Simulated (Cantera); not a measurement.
## Adiabatic ignition

An adiabatic, constant-volume homogeneous reactor starts with 15.2 % CH4, 17.9 % O2, 67.0 % N2, equivalence ratio 1.7, at 1650 K and 0.650 bar.

Computed with Cantera and GRI-Mech 3.0 (53 species, 325 reactions).

| t (s) | T (K) | P (bar) | x CH4 | x O2 | x CH3 | x H2 | x C2H2 | x HCO | x H2O |
|---|---|---|---|---|---|---|---|---|---|
| 3.00e-6 | 1650 | 0.650 | 0.152 | 0.179 | 4.67e-6 | 1.10e-6 | <1e-12 | 1.47e-12 | 6.20e-7 |
| 6.46e-6 | 1650 | 0.650 | 0.152 | 0.179 | 1.07e-5 | 2.54e-6 | <1e-12 | 8.26e-12 | 1.76e-6 |
| 1.39e-5 | 1650 | 0.650 | 0.151 | 0.179 | 2.49e-5 | 5.84e-6 | 1.55e-12 | 4.82e-11 | 5.28e-6 |
| 3.00e-5 | 1650 | 0.650 | 0.151 | 0.179 | 6.05e-5 | 1.41e-5 | 4.69e-11 | 3.28e-10 | 1.85e-5 |
| 6.46e-5 | 1650 | 0.650 | 0.151 | 0.179 | 0.000159 | 3.98e-5 | 1.53e-9 | 2.91e-9 | 7.72e-5 |
| 0.000139 | 1650 | 0.650 | 0.151 | 0.178 | 0.000445 | 0.000165 | 6.25e-8 | 3.55e-8 | 0.000390 |
| 0.000300 | 1663 | 0.656 | 0.146 | 0.176 | 0.00136 | 0.00161 | 4.44e-6 | 7.61e-7 | 0.00322 |
| 0.000646 | 2899 | 1.32 | 1.24e-12 | 0.00131 | 6.11e-12 | 0.102 | <1e-12 | 3.92e-7 | 0.139 |
| 0.00139 | 2887 | 1.31 | 1.20e-12 | 0.00126 | 5.85e-12 | 0.103 | <1e-12 | 3.88e-7 | 0.138 |
| 0.00300 | 2886 | 1.31 | 1.21e-12 | 0.00124 | 5.89e-12 | 0.103 | <1e-12 | 3.88e-7 | 0.138 |
| 0.00646 | 2885 | 1.31 | 1.21e-12 | 0.00124 | 5.89e-12 | 0.103 | <1e-12 | 3.88e-7 | 0.138 |
| 0.0139 | 2885 | 1.31 | 1.21e-12 | 0.00124 | 5.89e-12 | 0.103 | <1e-12 | 3.88e-7 | 0.138 |
| 0.0300 | 2885 | 1.31 | 1.21e-12 | 0.00124 | 5.89e-12 | 0.103 | <1e-12 | 3.88e-7 | 0.138 |
| 0.0646 | 2885 | 1.31 | 1.21e-12 | 0.00124 | 5.89e-12 | 0.103 | <1e-12 | 3.88e-7 | 0.138 |
| 0.139 | 2885 | 1.31 | 1.21e-12 | 0.00124 | 5.89e-12 | 0.103 | <1e-12 | 3.88e-7 | 0.138 |
| 0.300 | 2885 | 1.31 | 1.21e-12 | 0.00124 | 5.89e-12 | 0.103 | <1e-12 | 3.88e-7 | 0.138 |
x: mole fraction; the columns are a selection and need not sum to one.

- time of steepest temperature rise = 0.481 ms
- temperature at 0.300 s = 2885 K
- equilibrium temperature = 2885 K
- x(CH4) at 0.300 s = 1.21e-12 (gas-phase equilibrium 1.41e-12)
- x(O2) at 0.300 s = 0.00124 (gas-phase equilibrium 0.00124)
- x(CH3) at 0.300 s = 5.89e-12 (gas-phase equilibrium 6.88e-12)
